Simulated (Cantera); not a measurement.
Charge: 1 mol V, 2.8 mol N₂.

Equilibrium computed with Cantera from the NASA thermochemical tables; the gas is ideal and each condensed phase is pure. Candidate condensed phases: V, VN; 4 gas species. VN: taken at fixed stoichiometry. Condensed phases not in the tables: V₂N, N, O or C dissolved in the metal. Rates play no part.

Q: What condenses at these points (T in K, P in Pa): (1550, 63); (1350, 0.50); (2050, 0.50); (1650, 200000); (1950, 0.50); (1750, 40000)?

A: 
| T (K) | P in Pa | condensed phases | V condensed (%) |
|---|---|---|---|
| 1550 | 63 | VN | 100.0 |
| 1350 | 0.50 | VN | 100.0 |
| 2050 | 0.50 | gas only | 0.0 |
| 1650 | 200000 | VN | 100.0 |
| 1950 | 0.50 | V | 24.7 |
| 1750 | 40000 | VN | 100.0 |
